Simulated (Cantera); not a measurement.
**NO annealing gas**

A perfectly stirred reactor is fed with 60.6 % NO, 39.4 % N2, at 8.25 Torr; it is held at 2175 K, and followed from long to short residence time.

Model: GRI-Mech 3.0 (53 species, 325 reactions), integrated in Cantera. Radical loss at walls, strong at low pressure, is not modelled.

| τ (s) | x NO | x N2O | x O | x O2 | x N2 | x NO2 |
|---|---|---|---|---|---|---|
| 28 | 0.0501 | 4.53e-7 | 0.0112 | 0.271 | 0.668 | 7.97e-6 |
| 7.8 | 0.113 | 2.25e-6 | 0.0105 | 0.240 | 0.637 | 1.71e-5 |
| 2.1 | 0.272 | 1.45e-5 | 0.00860 | 0.161 | 0.558 | 3.35e-5 |
| 0.59 | 0.488 | 6.08e-5 | 0.00527 | 0.0554 | 0.451 | 3.44e-5 |
| 0.16 | 0.585 | 0.000114 | 0.00247 | 0.00891 | 0.404 | 1.67e-5 |
| 0.045 | 0.603 | 0.000129 | 0.000980 | 0.00103 | 0.395 | 6.71e-6 |
| 0.012 | 0.606 | 9.07e-5 | 0.000260 | 7.08e-5 | 0.394 | 1.80e-6 |
| 0.0034 | 0.606 | 4.04e-5 | 6.17e-5 | 4.66e-6 | 0.394 | 3.35e-7 |
| 0.00094 | 0.606 | 1.32e-5 | 1.51e-5 | 3.13e-7 | 0.394 | 4.35e-8 |
x: mole fraction; the columns are a selection and need not sum to one.
